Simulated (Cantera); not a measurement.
A closed system holds: 1 mol ZrO₂, 5.5 mol H₂, 6.8 mol N₂, held at 1898.15 K and 2.90 mbar.

These are equilibrium values from Cantera (NASA tables, ideal gas, pure condensed phases), not measurements of a reactor. Candidate condensed phases: H₂O, Zr, ZrN, ZrO₂; 28 gas species. The numbers say what is thermodynamically allowed, not how fast it happens.

Base state: N₂ 0.550, H₂ 0.440, H 0.00964, H₂O 1.57e-5 (mole fractions); condensed: ZrO₂(tetragonal).

**Question.** What changes in the equilibrium state with this change: pressure from 2.90 mbar to 7.20 mbar?

**Answer.** 
| species | before | after |
|---|---|---|
| N₂ | 0.550 | 0.551 |
| H₂ | 0.440 | 0.443 |
| H | 0.00964 | 0.00614 |
| H₂O | 1.57e-5 | 1.98e-5 |
| ZrO₂(tetragonal), mol | 1.000 | 1.000 |
| ZrN(s), mol | 0 | 0.000122 |
Mutual solubility and eutectic melting of coexisting phases are not modelled. ZrN: taken at fixed stoichiometry. Condensed phases not in the tables: solid solutions among these carbides, nitrides and lower oxides.
